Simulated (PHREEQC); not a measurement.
Synthetic water in mg/L, 70 °C, pH 8.44, pe 10.8:

| constituent | mg/L |
|---|---|
| Na | 11.8 |
| K | 4.7 |
| Ca | 14.3 |
| Mg | 3.29 |
| Cl | 17.1 |
| S(6) as SO4 | 14.1 |
| Alkalinity as HCO3 | 49.5 |
| O(0) (dissolved oxygen) | 0.0526 |
| Pb | 0.199 |
| Cd | 0.157 |

Valence states are taken as typed.

Equilibrium calculation in PHREEQC: ion-association model, wateq4f.dat.

Precipitation was switched off in this run.

Order these Ca species by the share of Ca that they hold, largest first: CaHCO3+, CaCO3, Ca+2, CaSO4.

Ca+2 (91 %), CaCO3 (5.9 %), CaSO4 (2.2 %), CaHCO3+ (0.88 %)

Order these Mg species by the share of Mg that they hold, largest first: MgHCO3+, Mg+2, MgSO4, MgCO3, MgOH+.

Mg+2 (90 %), MgSO4 (4.9 %), MgOH+ (2.6 %), MgCO3 (1.8 %), MgHCO3+ (0.83 %)

The pH is 8.44 and the ionic strength 0.00211 mol/kgw. Examples of supersaturated solids here: Pb(OH)2, Otavite. Others may be too. Species that the database lacks are ignored. Away from 25 °C the constants follow the database's enthalpies or fits; those with neither stay at their 25 °C values.
